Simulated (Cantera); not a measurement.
Feed: 1 mol CH2F2, 0.025 mol HCl, 0.47 mol H2, held at 3000 K and 1.20 Torr.

Cantera equilibrium calculation (NASA polynomials, part measured and part estimated; ideal gas, pure solids and liquids). Candidate condensed phases: C, C6H6, C7H8, C8H18; 118 gas species. The numbers say what is thermodynamically allowed, not how fast it happens.

Base state: HF 0.407, H 0.355, F 0.111, C3 0.0681, C 0.0223, C2 0.00983, CF 0.00901, H2 0.00810 (mole fractions); condensed: gas only.

Task: What changes in the equilibrium state with this change: CH2F2 replaced by c-C4F8?

Result: 
```json
[
 {"species": "F", "before": "0.111", "after": "0.688"},
 {"species": "C3", "before": "0.0681", "after": "0.0998"},
 {"species": "HF", "before": "0.407", "after": "0.0897"},
 {"species": "H", "before": "0.355", "after": "0.0126"},
 {"species": "CF", "before": "0.00901", "after": "0.0637"},
 {"species": "C2", "before": "0.00983", "after": "0.0127"},
 {"species": "C", "before": "0.0223", "after": "0.0253"},
 {"species": "H2", "before": "0.00810", "after": "1.01e-5"},
 {"species": "C2H2 (acetylene)", "before": "0.000250", "after": "4.04e-7"},
 {"species": "HCl", "before": "0.000213", "after": "3.14e-6"},
 {"species": "CF2", "before": "8.33e-5", "after": "0.00367"}
]
```
The feed counts by its element totals alone.

Task: What changes in the equilibrium state with this change: pressure from 1.20 Torr to 750 Torr?

Result: 
```
species            before     after
----------------  -------  --------
HF                  0.407     0.773
H2                0.00810     0.145
H                   0.355    0.0601
C                  0.0223   5.07e-5
C3                 0.0681  0.000312
F                   0.111   0.00199
CH3               4.00e-9   1.07e-5
C2                0.00983   3.17e-5
C(graphite), mol        0     0.944
```

Task: What changes in the equilibrium state with this change: H2 from 0.47 to 2.5 mol?

Result: 
```
species    before     after
-------  --------  --------
H           0.355     0.647
HF          0.407     0.229
F           0.111    0.0342
H2        0.00810    0.0268
C3         0.0681    0.0317
C          0.0223    0.0173
CF2       8.33e-5   6.17e-6
CF        0.00901   0.00216
C5       0.000618  0.000173
```
